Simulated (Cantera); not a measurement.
**Pyrogenic steam for wet oxidation**

A perfectly stirred reactor is fed with 31.4 % H₂, 28.6 % O₂, 40.0 % N₂, equivalence ratio 0.55, at 0.930 bar; it is held at 1073 K, and followed from long to short residence time.

Cantera simulation using the H2/O2 subset of GRI-Mech 3.0, which has no nitrogen chemistry; the numbers are that mechanism's predictions, not measurements. The temperature is held fixed by assumption; the heat of reaction is taken as removed at once.

```json
[
 {"τ (s)": "3.3", "x H₂": "0.00276", "x O₂": "0.154", "x O": "6.90e-7", "x H₂O": "0.370", "x H₂O₂": "1.98e-5"},
 {"τ (s)": "0.98", "x H₂": "0.00629", "x O₂": "0.155", "x O": "1.55e-6", "x H₂O": "0.365", "x H₂O₂": "5.84e-5"},
 {"τ (s)": "0.30", "x H₂": "0.0144", "x O₂": "0.159", "x O": "2.93e-6", "x H₂O": "0.356", "x H₂O₂": "0.000150"},
 {"τ (s)": "0.089", "x H₂": "0.0329", "x O₂": "0.166", "x O": "5.06e-6", "x H₂O": "0.333", "x H₂O₂": "0.000320"},
 {"τ (s)": "0.027", "x H₂": "0.0620", "x O₂": "0.178", "x O": "9.14e-6", "x H₂O": "0.299", "x H₂O₂": "0.000472"},
 {"τ (s)": "0.0081", "x H₂": "0.0833", "x O₂": "0.187", "x O": "2.19e-5", "x H₂O": "0.274", "x H₂O₂": "0.000398"},
 {"τ (s)": "0.0024", "x H₂": "0.0889", "x O₂": "0.190", "x O": "6.73e-5", "x H₂O": "0.267", "x H₂O₂": "0.000188"},
 {"τ (s)": "0.00073", "x H₂": "0.0962", "x O₂": "0.193", "x O": "0.000198", "x H₂O": "0.258", "x H₂O₂": "7.26e-5"}
]
```
x: mole fraction; the columns are a selection and need not sum to one.
